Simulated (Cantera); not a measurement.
## Pyrogenic steam for wet oxidation

A perfectly stirred reactor is fed with H2 : O2 : N2 = 0.51 : 1 : 12 (molar parts), equivalence ratio 0.26, at 0.390 bar; it is held at 1298 K, and followed from long to short residence time.

Computed with Cantera and the H2/O2 subset of GRI-Mech 3.0, which has no nitrogen chemistry. The temperature is held fixed by assumption; the heat of reaction is taken as removed at once.

```tsv
τ (s)	x H2	x O2	x O	x HO2	x H2O
17	6.07e-6	0.0562	6.62e-6	2.06e-7	0.0384
4.2	1.53e-5	0.0562	1.69e-5	4.83e-7	0.0384
1.0	3.94e-5	0.0562	4.44e-5	1.09e-6	0.0384
0.24	9.94e-5	0.0561	0.000115	2.21e-6	0.0382
0.059	0.000242	0.0561	0.000291	3.83e-6	0.0380
0.014	0.000588	0.0560	0.000730	5.70e-6	0.0374
0.0034	0.00136	0.0559	0.00170	7.25e-6	0.0359
```
x: mole fraction; the columns are a selection and need not sum to one.
